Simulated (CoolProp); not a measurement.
Ethanol along the isobar 8.78 MPa: fugacity coefficient from the reference equation and from simpler models built on Tc = 514.7 K, pc = 6.268 MPa, ω = 0.644; each cubic takes its own stable root.

Model: reference Helmholtz-energy equation of state, Schroeder 2014, in CoolProp.

```
T (K)          phase  reference
-----  -------------  ---------
388.4         liquid    0.04638
403.5         liquid    0.07068
418.6         liquid     0.1032
433.8         liquid     0.1451
448.9         liquid     0.1966
464           liquid     0.2579
479.1         liquid     0.3285
494.3         liquid     0.4078
509.4         liquid     0.4925
524.5  supercritical     0.5785
539.6  supercritical     0.6542
```

Question: How far does each simpler model (van der Waals, Redlich-Kwong, Peng-Robinson) lie from the reference over these 11 states: mean and median of the absolute difference, and the worst?

Answer: 
- van der Waals: mean 108.9 %, median 60.9 %, worst +384.7 % at 388.4 K and 8.78 MPa
- Redlich-Kwong: mean 52.2 %, median 32.1 %, worst +166.7 % at 388.4 K and 8.78 MPa
- Peng-Robinson: mean 3.2 %, median 2.9 %, worst -7.6 % at 539.6 K and 8.78 MPa
